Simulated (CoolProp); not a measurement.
Vapour-liquid equilibrium of fluoroethane (R161) (1) + R227EA (2) at -73.05 °C; x and y are mole fractions of (1).

Values from CoolProp's multi-fluid Helmholtz-energy mixture model, Wu 2012 and Lemmon 2016; pair parameters Bell 2016.

Task: Give the bubble pressure and the first vapour's composition at x = 0.05, 0.2, 0.5. Is there an azeotrope?

Result: x = 0.05: 0.003739 MPa, y = 0.073; x = 0.2: 0.004403 MPa, y = 0.373; x = 0.5: 0.007666 MPa, y = 0.817. No azeotrope shows between x = 0.05 and 0.95.

Pair parameters are fitted to limited data, so mixtures are less certain than the pure fluids.
